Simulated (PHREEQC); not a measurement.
A solution holds 0.21 mol HCl, 0.012 mol MnCl2 and 1.1e-05 mol H4SiO4 per kg of water, at 20 °C. Closed to the air; pH follows from the charge balance.

Equilibrium calculation in PHREEQC: Pitzer model, pitzer.dat.

```yaml
pH: 0.76
ionic_strength: 0.246 mol/kgw
activity_of_water: 0.992
specific_conductance: 63500 µS/cm
density: 1.003 g/cm³
osmotic_coefficient: 0.941
total_alkalinity: -210 meq/kg
```

```csv
species,molality,activity,log γ
Cl-,0.234,0.164,-0.154
H+,0.210,0.173,-0.085
Mn+2,0.0120,0.00386,-0.493
H4SiO4,1.10e-5,1.10e-5,0.000
```

This is a speciation only: nothing precipitates in the calculation. Complexes and solids missing from the database can't appear.
